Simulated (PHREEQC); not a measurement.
Solution (83 °C): 0.0001 mol/kgw CuCl2, 0.00036 mol/kgw H2SO4 and 0.036 mol/kgw H3BO3. Closed to the air; pH follows from the charge balance.

Equilibrium calculation in PHREEQC: ion-association model, wateq4f.dat.

No solid was allowed to form.

### Question
Order these S species by the share of S that they hold, largest first: HSO4-, SO4-2, CuSO4.

### Answer
SO4-2 (80 %), HSO4- (19 %), CuSO4 (1.5 %)

### Question
Order these Cu species by the share of Cu that they hold, largest first: Cu+2, CuCl+, CuSO4.

### Answer
Cu+2 (94 %), CuSO4 (5.4 %), CuCl+ (0.46 %)

The pH is 3.20 and the ionic strength 0.00122 mol/kgw. At this temperature some constants are extrapolated from 25 °C, and those without enthalpy data are left unchanged.
